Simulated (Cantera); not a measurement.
# Equilibrium for roasting and sulfation: MgCO3 + SO3 + CO2 + H2S

Input: 1 mol MgCO3, 2.3 mol SO3, 0.5 mol CO2, 0.051 mol H2S, held at 0.133 bar.

Equilibrium computed with Cantera from the NASA thermochemical tables; the gas is ideal and each condensed phase is pure. Candidate condensed phases: C, C6H6, C7H8, C8H18, H2O, H2SO4, Mg, MgCO3, MgO, Mg(OH)2, MgS, MgSO4, S; 130 gas species. Mutual solubility and eutectic melting of coexisting phases are not modelled. Rates play no part.

```
T (°C)  log p CO2  log p SO2  log p SO3  log p O2  log p H2O  log p CO  log p OH  log p O  n MgSO4(s)  n MgO(s)
------  ---------  ---------  ---------  --------  ---------  --------  --------  -------  ----------  --------
575         -1.19      -1.60      -1.48     -2.09      -2.66      <-12     -9.64     <-12        1.00         0
650         -1.21      -1.45      -1.70     -1.87      -2.68    -11.72     -8.78   -11.84        1.00         0
725         -1.22      -1.36      -1.97     -1.76      -2.69    -10.59     -8.07   -10.71        1.00         0
800         -1.23      -1.32      -2.27     -1.70      -2.70     -9.59     -7.47    -9.76        1.00         0
875         -1.24      -1.31      -2.54     -1.68      -2.70     -8.71     -6.95    -8.94        1.00         0
950         -1.37      -1.22      -2.68     -1.57      -2.84     -8.11     -6.53    -8.18       0.184     0.816
1025        -1.39      -1.21      -2.89     -1.55      -2.86     -7.45     -6.14    -7.54           0      1.00
1100        -1.39      -1.20      -3.10     -1.55      -2.86     -6.84     -5.78    -6.98           0      1.00
1175        -1.40      -1.20      -3.28     -1.54      -2.86     -6.28     -5.46    -6.48           0      1.00
1250        -1.40      -1.20      -3.45     -1.54      -2.86     -5.79     -5.17    -6.03           0      1.00
1325        -1.40      -1.20      -3.60     -1.54      -2.87     -5.34     -4.91    -5.62           0      1.00
1400        -1.40      -1.20      -3.74     -1.54      -2.87     -4.93     -4.67    -5.25           0      1.00
1475        -1.40      -1.20      -3.87     -1.54      -2.87     -4.55     -4.45    -4.91           0      1.00
1550        -1.40      -1.20      -3.99     -1.54      -2.87     -4.21     -4.25    -4.59           0      1.00
```
log p: log10 of the partial pressure in bar; n: condensed amount in mol.

From 575 °C to 875 °C the condensed part is MgSO4(s). At 950 °C the condensed part is MgO(s) + MgSO4(s). From 1025 °C to 1550 °C the condensed part is MgO(s).
